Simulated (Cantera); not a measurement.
## Thermodynamics of silicon carbide growth, feed (CH3)2SiCl2 + C3H8 + H2

Input: 1 mol (CH3)2SiCl2, 0.0095 mol C3H8, 2.1 mol H2, equilibrated at 1998 K.

These are equilibrium values from Cantera (NASA tables, ideal gas, pure condensed phases), not measurements of a reactor. Candidate condensed phases: C, C6H6, C7H8, C8H18, Si, SiC; 109 gas species. The feed counts by its element totals alone. The tables' values for SiCl3, SiCl are old estimates; treat these amounts as uncertain. The numbers say what is thermodynamically allowed, not how fast it happens.

```
P (Pa)   x H2  x HCl      x H  x SiCl2      x Cl      x Si   x SiCl3    x SiCl  n C(graphite)  n SiC(s)
------  -----  -----  -------  -------  --------  --------  --------  --------  -------------  --------
100     0.655  0.273   0.0410   0.0149    0.0127   0.00231   3.67e-5  0.000741           1.14     0.885
320     0.671  0.282   0.0232   0.0155   0.00727  0.000723   6.96e-5  0.000423           1.13     0.895
1000    0.679  0.287   0.0132   0.0158   0.00416  0.000231  0.000127  0.000242           1.12     0.898
3200    0.684  0.289  0.00742   0.0160   0.00234   7.23e-5  0.000231  0.000136           1.12     0.899
10000   0.687  0.290  0.00420   0.0160   0.00132   2.31e-5  0.000410   7.69e-5           1.12     0.898
32000   0.689  0.290  0.00235   0.0160  0.000739   7.23e-6  0.000731   4.29e-5           1.13     0.897
100000  0.691  0.289  0.00133   0.0158  0.000416   2.31e-6   0.00127   2.42e-5           1.13     0.893
```
x: gas mole fraction; n: condensed amount in mol.

From 0.750 Torr to 750 Torr the condensed part is C(graphite) + SiC(s). The main Si-bearing gas is SiCl2 throughout. The share of Si in condensed phases is highest at 24.0 Torr (89.9 %) and lowest at 0.750 Torr (88.5 %).
